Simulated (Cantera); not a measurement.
Cantera run:

```python
import numpy as np
import cantera as ct

gas_names = [...]  # 123 gases of nasa_gas.yaml made of C, H, O, S
cond_names = """
    C(gr) C6H6(L) C7H8(L) C8H18(L),n-octa H2O(s) H2O(L) H2SO4(L) S(cr1) S(cr2) S(L)
""".split()


# ... load() reads the species with a 1 bar reference pressure and builds the phases ...
atoms = {
    'CS2': {'C': 1, 'S': 2},
    'SO2': {'S': 1, 'O': 2},
    'H2': {'H': 2},
}
top_T = {'C(gr)': 4500}  # K; cautious upper limits of use, not melting points


# ... equilibrate(T, P, feed) seeds the gas with the atoms and calls Mixture.equilibrate('TP', solver="vcs", rtol=1e-11, max_steps=5000) ...
results = []
T = 3100  # K
P = 10000  # Pa
for m in [0.1, 0.12, 0.15, 0.18, 0.21, 0.25, 0.3, 0.35, 0.42, 0.5, 0.59]:
    feed = {'CS2': 1, 'SO2': m, 'H2': 0.13}  # mol
    mix = equilibrate(T, P, feed)
    results.append((T, P, feed, dict(zip(mix.species_names, mix.species_moles))))

top = {s: max(r[3][s] / sum(r[3][g] for g in gas_names) for r in results) for s in gas_names}
cols = sorted((s for s in top if top[s] > 0.0001), key=lambda s: -top[s])[:6]
seen = [c for c in cond_names if any(r[3].get(c, 0) > 1e-12 for r in results)]
print("log10 of partial pressures in bar; condensed amounts in mol")
print(f"{'n(SO2)':>10s}" + "".join(f"{s[:9]:>10s}" for s in cols + seen))
for T, P, feed, n in results:
    ng = sum(n[g] for g in gas_names)
    print(f"{feed['SO2']:10.4g}" + "".join(f"{np.log10(max(n[s] / ng * P / 1e5, 1e-99)):10.3f}" for s in cols)
          + "".join(f"{n.get(c, 0):10.4g}" for c in seen))
```

It prints:

```
log10 of partial pressures in bar; condensed amounts in mol
    n(SO2)         S        CS        CO        S2         H        SO
       0.1    -1.463    -1.463    -2.049    -1.978    -2.113    -6.711
      0.12    -1.454    -1.495    -1.978    -1.961    -2.121    -6.592
      0.15    -1.443    -1.544    -1.895    -1.937    -2.133    -6.436
      0.18    -1.432    -1.596    -1.828    -1.916    -2.144    -6.296
      0.21    -1.422    -1.651    -1.773    -1.897    -2.156    -6.166
      0.25    -1.410    -1.732    -1.713    -1.873    -2.170    -6.002
       0.3    -1.397    -1.848    -1.653    -1.847    -2.187    -5.799
      0.35    -1.386    -1.992    -1.605    -1.824    -2.204    -5.584
      0.42    -1.372    -2.289    -1.550    -1.796    -2.226    -5.204
       0.5    -1.360    -3.696    -1.503    -1.771    -2.249    -3.725
      0.59    -1.379    -5.148    -1.520    -1.810    -2.267    -2.330
```

Equilibrium computed with Cantera from the NASA thermochemical tables; the gas is ideal and each condensed phase is pure.
